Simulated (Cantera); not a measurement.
What does this Cantera script print?

```python
import numpy as np
import cantera as ct

gas_names = """
    B BH BH2 BH3 BN BO BO2 B2 B2O B2O2 B2O3 B3O3H3 H HBO HBO2 HNO HNO2 HNO3 HO2 H2 H2O H2O2 H3B3O6 N NH
    NH2 NH3 NH2OH NO NO2 NO3 N2 N2H2 N2H4 N2O O OH O2 O3
""".split()
cond_names = """
    B(b) B(L) BN(s) B2O3(L) B3O3H3(cr) H2O(s) H2O(L)
""".split()


def load(file, names, dense=False):
    # The tables refer to 1 bar. Condensed volumes are neglected.
    table = {s.name: s for s in ct.Species.list_from_file(file)}
    out = []
    for n in names:
        d = dict(table[n].input_data)
        d["thermo"] = dict(d["thermo"], **{"reference-pressure": 1e5})
        if dense:
            d["equation-of-state"] = {"model": "constant-volume", "density": "1e6 g/cm^3"}
        out.append(ct.Species.from_dict(d))
    return out


gas = ct.Solution(thermo="ideal-gas", species=load("nasa_gas.yaml", gas_names))
cond = {s.name: ct.Solution(thermo="fixed-stoichiometry", species=[s], name=s.name)
        for s in load("nasa_condensed.yaml", cond_names, dense=True)}
atoms = {
    'B2O3': {'B': 2, 'O': 3},
    'NH3': {'N': 1, 'H': 3},
}
top_T = {'BN(s)': 3200}  # K; cautious upper limits of use, not melting points


def equilibrate(T, P, feed):
    n = {}
    for name, mol in feed.items():
        for a, k in atoms[name].items():
            n[a] = n.get(a, 0.0) + k * mol
    gas.TPX = T, P, n
    mass = sum(n.values()) * gas.mean_molecular_weight
    gas.equilibrate("TP")
    valid = [c for c in cond.values() if c.min_temp <= T <= top_T.get(c.name, c.max_temp)]
    mix = ct.Mixture([(gas, mass / gas.mean_molecular_weight)] + [(c, 0.0) for c in valid])
    mix.T, mix.P = T, P
    mix.equilibrate("TP", solver="vcs", rtol=1e-11, max_steps=5000)
    return mix


results = []
feed = {'B2O3': 1, 'NH3': 7.3}  # mol
P = 31000  # Pa
for T in [1223, 1323, 1423, 1523, 1623, 1723, 1823, 1923, 2023, 2123, 2223, 2323, 2423]:
    mix = equilibrate(T, P, feed)
    results.append((T, P, feed, dict(zip(mix.species_names, mix.species_moles))))
    x = sorted(zip(gas.X, gas.species_names), reverse=True)
    print(f"T = {T:g} K  P = {P:g} Pa  gas = {mix.phase_moles(0):.4g} mol")
    print("   x: " + "  ".join(f"{s} {v:.3e}" for v, s in x if v > 0.0001))
    print("   condensed (mol): " + ("  ".join(f"{mix.phase(i).name} {mix.phase_moles(i):.4g}"
          for i in range(1, mix.n_phases) if mix.phase_moles(i) > 1e-12) or "none"))
```

It prints:

```
T = 1223 K  P = 31000 Pa  gas = 14.59 mol
   x: H2 7.478e-01  N2 2.493e-01  H2O 2.810e-03  HBO2 1.092e-04
   condensed (mol): BN(s) 0.02786  B2O3(L) 0.9852
T = 1323 K  P = 31000 Pa  gas = 14.59 mol
   x: H2 7.477e-01  N2 2.492e-01  H2O 2.684e-03  HBO2 3.756e-04
   condensed (mol): BN(s) 0.02786  B2O3(L) 0.9832
T = 1423 K  P = 31000 Pa  gas = 14.59 mol
   x: H2 7.471e-01  N2 2.491e-01  H2O 2.563e-03  HBO2 1.072e-03  HBO 1.030e-04
   condensed (mol): BN(s) 0.02964  B2O3(L) 0.9764
T = 1523 K  P = 31000 Pa  gas = 14.61 mol
   x: H2 7.456e-01  N2 2.487e-01  HBO2 2.632e-03  H2O 2.446e-03  HBO 5.041e-04  B2O3 1.112e-04
   condensed (mol): BN(s) 0.03415  B2O3(L) 0.9583
T = 1623 K  P = 31000 Pa  gas = 14.65 mol
   x: H2 7.413e-01  N2 2.478e-01  HBO2 5.720e-03  H2O 2.329e-03  HBO 2.011e-03  B2O3 7.088e-04  H 1.069e-04
   condensed (mol): BN(s) 0.04049  B2O3(L) 0.9122
T = 1723 K  P = 31000 Pa  gas = 14.77 mol
   x: H2 7.299e-01  N2 2.457e-01  HBO2 1.120e-02  HBO 6.766e-03  B2O3 3.602e-03  H2O 2.197e-03  H 2.798e-04  B2O2 2.770e-04
   condensed (mol): BN(s) 0.04039  B2O3(L) 0.7892
T = 1823 K  P = 31000 Pa  gas = 15.17 mol
   x: H2 6.997e-01  N2 2.406e-01  HBO2 1.992e-02  HBO 1.958e-02  B2O3 1.516e-02  H2O 2.015e-03  B2O2 1.998e-03  H 6.509e-04  BO 3.165e-04
   condensed (mol): B2O3(L) 0.4372
T = 1923 K  P = 31000 Pa  gas = 15.62 mol
   x: H2 6.673e-01  N2 2.337e-01  HBO2 3.134e-02  B2O3 2.963e-02  HBO 2.884e-02  B2O2 3.826e-03  H2O 3.051e-03  H 1.382e-03  BO 9.345e-04
   condensed (mol): none
T = 2023 K  P = 31000 Pa  gas = 15.64 mol
   x: H2 6.630e-01  N2 2.334e-01  HBO2 3.239e-02  HBO 3.114e-02  B2O3 2.740e-02  H2O 4.146e-03  B2O2 3.850e-03  H 2.777e-03  BO 1.852e-03
   condensed (mol): none
T = 2123 K  P = 31000 Pa  gas = 15.67 mol
   x: H2 6.577e-01  N2 2.330e-01  HBO2 3.313e-02  HBO 3.308e-02  B2O3 2.518e-02  H2O 5.470e-03  H 5.226e-03  B2O2 3.810e-03  BO 3.410e-03
   condensed (mol): none
T = 2223 K  P = 31000 Pa  gas = 15.72 mol
   x: H2 6.508e-01  N2 2.322e-01  HBO 3.450e-02  HBO2 3.354e-02  B2O3 2.292e-02  H 9.282e-03  H2O 7.051e-03  BO 5.866e-03  B2O2 3.691e-03
   condensed (mol): none
T = 2323 K  P = 31000 Pa  gas = 15.8 mol
   x: H2 6.418e-01  N2 2.310e-01  HBO 3.523e-02  HBO2 3.360e-02  B2O3 2.058e-02  H 1.567e-02  BO 9.476e-03  H2O 8.920e-03  B2O2 3.479e-03  BO2 1.641e-04
   condensed (mol): none
T = 2423 K  P = 31000 Pa  gas = 15.92 mol
   x: H2 6.299e-01  N2 2.293e-01  HBO 3.513e-02  HBO2 3.321e-02  H 2.528e-02  B2O3 1.811e-02  BO 1.442e-02  H2O 1.110e-02  B2O2 3.172e-03  BO2 3.030e-04
   condensed (mol): none
```

These are equilibrium values from Cantera (NASA tables, ideal gas, pure condensed phases), not measurements of a reactor. Mutual solubility and eutectic melting of coexisting phases are not modelled. Gases not in the tables: H3BO3.
